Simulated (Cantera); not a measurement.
Charge: 1 mol CaCl2, 1.3 mol O2, 96 mol N2, held at 0.470 Pa.

These are equilibrium values from Cantera (NASA tables, ideal gas, pure condensed phases), not measurements of a reactor. Candidate condensed phases: Ca, CaCl2, CaO; 17 gas species. Condensed phases not in the tables: oxide chlorides. The numbers say what is thermodynamically allowed, not how fast it happens.

Task: What share of the Ca ends up in condensed phases as a function of T (K), at 1598, 1648, 1698, 1748, 1798, 1848, 1898, 1948, 1998?

Result: 
| T (K) | Ca condensed (%) | as |
|---|---|---|
| 1598 | 60.4 | CaO(s) |
| 1648 | 63.9 | CaO(s) |
| 1698 | 66.8 | CaO(s) |
| 1748 | 68.8 | CaO(s) |
| 1798 | 68.6 | CaO(s) |
| 1848 | 61.8 | CaO(s) |
| 1898 | 34.7 | CaO(s) |
| 1948 | 0.0 | - |
| 1998 | 0.0 | - |
